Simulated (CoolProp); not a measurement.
Vapour-liquid equilibrium of R13 (1) + R113 (2) at 278.2 K; x and y are mole fractions of (1).

Values from CoolProp's multi-fluid Helmholtz-energy mixture model, Platzer 1990 and Marx 1992; pair parameters Bell 2016. This equation is an older, rougher fit; its heat capacities, sound speeds and derivatives of the liquid may be far off and weren't checked against measurements.

```
x      bubble pressure, mixture model (MPa)  bubble pressure, Raoult's law (MPa)  y, mixture model  y, Raoult's law
-----  ------------------------------------  -----------------------------------  ----------------  ---------------
0.05                                 0.1528                               0.1300             0.874            0.860
0.125                                0.3427                               0.2962             0.943            0.944
0.2                                  0.5209                               0.4625             0.962            0.967
0.275                                0.6887                               0.6288             0.972            0.978
0.35                                 0.8476                               0.7951             0.977            0.984
0.425                                0.9988                               0.9614             0.981            0.989
0.5                                   1.144                                1.128             0.984            0.992
0.575                                 1.285                                1.294             0.986            0.994
0.65                                  1.425                                1.460             0.988            0.995
0.725                                 1.566                                1.626             0.990            0.997
0.8                                   1.714                                1.793             0.992            0.998
0.875                                 1.878                                1.959             0.994            0.999
0.95                                  2.072                                2.125             0.997            1.000
```

The largest gap from Raoult's law is +17.5 % in bubble pressure, at x = 0.05. No azeotrope shows between x = 0.05 and 0.95.

Pair parameters are fitted to limited data, so mixtures are less certain than the pure fluids. The gap from Raoult's law changes sign with composition, which may be real or a fault of the pair parameters; it wasn't checked against measurements.
